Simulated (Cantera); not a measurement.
**Chlorosilane synthesis and conversion: SiCl4 + Cl2 + H2**

A closed system holds: 1 mol SiCl4, 1.6 mol Cl2, 0.24 mol H2, equilibrated at 652 °C and 1.00 bar.

Equilibrium computed with Cantera from the NASA thermochemical tables; the gas is ideal and each condensed phase is pure. Candidate condensed phases: Si; 19 gas species. Kinetics and transport are ignored.

| Item | Result |
|---|---|
| x(Cl2) | 0.479 |
| x(SiCl4) | 0.352 |
| x(HCl) | 0.169 |
| x(Cl) | 8.01e-5 |
| gas amount | 2.840 mol |
| log10 activity of Si(s) (absent) | -30.33 |
